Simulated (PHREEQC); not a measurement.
Dissolve 0.0037 mol/kgw (NH4)2CO3 at 25 °C. Closed to the air; pH follows from the charge balance.

Computed with PHREEQC (ion-association model, phreeqc.dat).

No solid was allowed to form.

Predict the pH, specific conductance.

pH 9.20; specific conductance 471 µS/cm.

In which forms is C present?

HCO3- 91 %, CO3-2 8.4 % of the C.
